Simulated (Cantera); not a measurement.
# SiCl₄ + C₃H₈ + H₂ (silicon carbide growth)

Charge: 1 mol SiCl₄, 0.062 mol C₃H₈, 370 mol H₂, at 8.70 mbar.

These are equilibrium values from Cantera (NASA tables, ideal gas, pure condensed phases), not measurements of a reactor. Candidate condensed phases: C, C₆H₆, C₇H₈, C₈H₁₈, Si, SiC; 109 gas species. Mutual solubility and eutectic melting of coexisting phases are not modelled. The tables' values for SiCl are old estimates; treat these amounts as uncertain. Gases not in the tables: Si₂H₆ and higher silanes. Kinetics and transport are ignored.

| T (K) | x H₂ | x H | x HCl | x Si | n Si(s) | n SiC(s) | n Si(l) |
|---|---|---|---|---|---|---|---|
| 1400 | 0.990 | 5.19e-5 | 0.0101 | 9.46e-8 | 0.699 | 0.186 | 0 |
| 1500 | 0.989 | 0.000188 | 0.0101 | 1.21e-6 | 0.689 | 0.186 | 0 |
| 1600 | 0.989 | 0.000580 | 0.0100 | 1.12e-5 | 0.675 | 0.186 | 0 |
| 1700 | 0.988 | 0.00157 | 0.00999 | 7.80e-5 | 0 | 0.186 | 0.636 |
| 1800 | 0.985 | 0.00381 | 0.0100 | 0.000365 | 0 | 0.184 | 0.520 |
| 1900 | 0.980 | 0.00842 | 0.01000 | 0.00145 | 0 | 0.176 | 0.0571 |
| 2000 | 0.970 | 0.0172 | 0.0103 | 0.00183 | 0 | 0.153 | 0 |
x: gas mole fraction; n: condensed amount in mol.

From 1400 K to 1600 K the condensed part is Si(s) + SiC(s). From 1700 K to 1900 K the condensed part is Si(l) + SiC(s). At 2000 K the condensed part is SiC(s). The main Si-bearing gas is SiCl₂ at 1400 K and Si at 2000 K. The share of Si in condensed phases is highest at 1400 K (88.5 %) and lowest at 2000 K (15.3 %).
